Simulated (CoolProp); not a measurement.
Values from CoolProp's reference Helmholtz-energy equation of state, Lemmon 2006. It is a short technical equation, of lower accuracy than the large ones.

Problem. For carbon monoxide, give the phase and the cp (kJ/(kg K)), Joule-Thomson coefficient (K/MPa) at -146.75 °C and 0.624 MPa; -59.95 °C and 0.624 MPa; -52.75 °C and 0.624 MPa.

Solution. 
- -146.75 °C and 0.624 MPa: gas; cp 1.17, Joule-Thomson coefficient 11.8
- -59.95 °C and 0.624 MPa: gas; cp 1.06, Joule-Thomson coefficient 4.69
- -52.75 °C and 0.624 MPa: gas; cp 1.06, Joule-Thomson coefficient 4.42
